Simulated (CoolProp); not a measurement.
CHF3 (R23) along the isotherm 309.5 K: fugacity coefficient from the reference equation and from simpler models built on Tc = 299.3 K, pc = 48.32 bar, ω = 0.263; each cubic takes its own stable root.

The numbers come from the reference Helmholtz-energy equation of state, Penoncello 2003 in CoolProp.

| p (bar) | phase | reference |
|---|---|---|
| 5.18 | gas | 0.9657 |
| 10.4 | gas | 0.9316 |
| 15.5 | gas | 0.8987 |
| 20.7 | gas | 0.8655 |
| 25.9 | gas | 0.8327 |
| 31.1 | gas | 0.8001 |
| 36.2 | gas | 0.7684 |
| 41.4 | gas | 0.7361 |
| 46.6 | gas | 0.7037 |
| 51.8 | supercritical | 0.6708 |
| 56.9 | supercritical | 0.6374 |
| 62.1 | supercritical | 0.6016 |
| 67.3 | supercritical | 0.5675 |
| 72.5 | supercritical | 0.5372 |

Problem. How far does each simpler model (van der Waals, Redlich-Kwong, Peng-Robinson) lie from the reference over these 14 states: mean and median of the absolute difference, and the worst?

Solution. 
- van der Waals: mean 3.5 %, median 3.9 %, worst +6.1 % at 309.5 K and 72.5 bar
- Redlich-Kwong: mean 1.2 %, median 1.2 %, worst +2.5 % at 309.5 K and 72.5 bar
- Peng-Robinson: mean 0.7 %, median 0.8 %, worst -1.1 % at 309.5 K and 46.6 bar
